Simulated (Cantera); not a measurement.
Cantera run:

```python
import numpy as np
import cantera as ct

gas_names = """
    H2 HCL Ca
""".split()
cond_names = """
    CaCL2(s) CaCL2(L)
""".split()


def load(file, names, dense=False):
    # The tables refer to 1 bar. Condensed volumes are neglected.
    table = {s.name: s for s in ct.Species.list_from_file(file)}
    out = []
    for n in names:
        d = dict(table[n].input_data)
        d["thermo"] = dict(d["thermo"], **{"reference-pressure": 1e5})
        if dense:
            d["equation-of-state"] = {"model": "constant-volume", "density": "1e6 g/cm^3"}
        out.append(ct.Species.from_dict(d))
    return out


species = {s.name: s for s in load("nasa_gas.yaml", gas_names) + load("nasa_condensed.yaml", cond_names)}
# Each term lists the table entries of one substance; the one whose range holds T is used.
reactions = {
    'CaCl2 + H2(g) = 2 HCl(g) + Ca(g)':
        [(-1, ['CaCL2(s)', 'CaCL2(L)']), (-1, ['H2']), (2, ['HCL']), (1, ['Ca'])],
}


def pick(names, T):
    return next(species[n] for n in names if species[n].thermo.min_temp <= T <= species[n].thermo.max_temp)


results = []
for label, terms in reactions.items():
    print(label)
    print("     T/K   dH/kJ  dS/(J/K)   dG/kJ   log10 K")
    for T in [625, 825, 1025, 1225, 1425, 1625, 1825, 2025, 2225, 2425]:
        used = [(nu, pick(names, T)) for nu, names in terms]
        dH = sum(nu * s.thermo.h(T) for nu, s in used) / 1e6
        dS = sum(nu * s.thermo.s(T) for nu, s in used) / 1e3
        dG = dH - T * dS / 1e3
        logK = -dG * 1e6 / (ct.gas_constant * T * np.log(10))
        results.append((label, T, dH, dS, dG, logK, [s.name for _, s in used]))
        print(f"{T:8g} {dH:8.1f} {dS:8.1f} {dG:8.1f} {logK:8.2f}")
```

Result:

```
CaCl2 + H2(g) = 2 HCl(g) + Ca(g)
     T/K   dH/kJ  dS/(J/K)   dG/kJ   log10 K
     625    780.4    274.2    609.0   -50.90
     825    774.8    266.4    555.0   -35.14
    1025    768.7    259.8    502.4   -25.60
    1225    730.9    224.2    456.2   -19.45
    1425    721.5    217.2    412.1   -15.10
    1625    712.3    211.1    369.3   -11.87
    1825    703.2    205.8    327.6    -9.38
    2025    694.3    201.2    286.9    -7.40
    2225    685.4    197.0    247.1    -5.80
    2425    676.6    193.2    208.1    -4.48
```

Source: NASA polynomial tables (part measured, part estimated), evaluated in Cantera. Condensed species are held in their standard states even where they would react or evaporate.
